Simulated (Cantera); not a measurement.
Feed: 1 mol Si2H6, 0.37 mol O3, 0.73 mol H2, 0.5 mol NO, equilibrated at 10.0 mbar.

Equilibrium computed with Cantera from the NASA thermochemical tables; the gas is ideal and each condensed phase is pure. Candidate condensed phases: H2O, Si, SiO2, Si2N2O, Si3N4; 35 gas species. The feed counts by its element totals alone. Mutual solubility and eutectic melting of coexisting phases are not modelled. The tables hold silica as quartz up to 1696 K and as liquid above; real silica turns to tridymite and cristobalite and melts near 1996 K. Gases not in the tables: Si2H6 and higher silanes. Equilibrium is a limit: real reactors are often held back by kinetics, nucleation or transport.

x: gas mole fraction; n: condensed amount in mol.

| T (K) | x H2 | x SiO | x N2 | x H | n Si(s) | n SiO2(α-quartz) | n Si2N2O(s) | n SiO2(β-quartz) | n Si(l) |
|---|---|---|---|---|---|---|---|---|---|
| 550 | 1.00 | <1e-12 | <1e-12 | <1e-12 | 0.820 | 0.680 | 0.250 | 0 | 0 |
| 650 | 1.00 | <1e-12 | <1e-12 | <1e-12 | 0.820 | 0.680 | 0.250 | 0 | 0 |
| 750 | 1.00 | <1e-12 | <1e-12 | ? | 0.820 | 0.680 | 0.250 | 0 | 0 |
| 850 | 1.00 | 3.21e-11 | <1e-12 | 2.05e-10 | 0.820 | 0 | 0.250 | 0.680 | 0 |
| 950 | 1.00 | ? | <1e-12 | ? | 0.820 | 0 | 0.250 | 0.680 | 0 |
| 1050 | 1.00 | 3.80e-7 | <1e-12 | 8.11e-8 | 0.820 | 0 | 0.250 | 0.680 | 0 |
| 1150 | 1.000 | 1.19e-5 | 5.79e-11 | 7.46e-7 | 0.820 | 0 | 0.250 | 0.680 | 0 |
| 1250 | 1.000 | 0.000213 | 3.38e-9 | 4.83e-6 | 0.820 | 0 | 0.250 | 0.680 | 0 |
| 1350 | 0.998 | 0.00247 | 1.07e-7 | 2.38e-5 | 0.815 | 0 | 0.250 | 0.675 | 0 |
| 1450 | 0.980 | 0.0202 | 2.09e-6 | 9.36e-5 | 0.782 | 0 | 0.250 | 0.642 | 0 |
| 1550 | 0.875 | 0.125 | 2.75e-5 | 0.000295 | 0.554 | 0 | 0.250 | 0.414 | 0 |
| 1650 | 0.731 | 0.267 | 0.000609 | 0.000777 | 0.143 | 0 | 0.247 | 0 | 0 |
| 1750 | 0.702 | 0.276 | 0.0200 | 0.00195 | 0 | 0 | 0.144 | 0 | 0.245 |
| 1850 | 0.663 | 0.287 | 0.0446 | 0.00439 | 0 | 0 | 0 | 0 | 0.386 |

Question: What belongs in the gaps?

Answer: 
- 950, x SiO: 5.77e-9
- 950, x H: 5.56e-9
- 750, x H: 3.16e-12
